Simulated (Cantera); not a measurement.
A closed system holds: 1 mol Fe, 22 mol CO, 59 mol H2, equilibrated at 7.50 Torr.

Equilibrium computed with Cantera from the NASA thermochemical tables; the gas is ideal and each condensed phase is pure. Candidate condensed phases: C, C6H6, C7H8, C8H18, Fe, Fe(CO)5, FeO, Fe(OH)2, Fe(OH)3, Fe2O3, Fe3O4, H2O; 114 gas species. Equilibrium is a limit: real reactors are often held back by kinetics, nucleation or transport.

Question: What share of the Fe ends up in condensed phases as a function of T (°C), at 1402, 1427, 1452, 1477, 1502, 1527, 1552, 1577, 1602, 1627, 1652, 1677, 1702, 1727?

Answer: 
```tsv
T (°C)	Fe condensed (%)	as
1402	96.6	Fe(δ)
1427	94.9	Fe(δ)
1452	92.4	Fe(δ)
1477	88.7	Fe(δ)
1502	83.4	Fe(δ)
1527	76.0	Fe(δ)
1552	65.9	Fe(l)
1577	52.2	Fe(l)
1602	33.6	Fe(l)
1627	8.4	Fe(l)
1652	0.0	-
1677	0.0	-
1702	0.0	-
1727	0.0	-
```
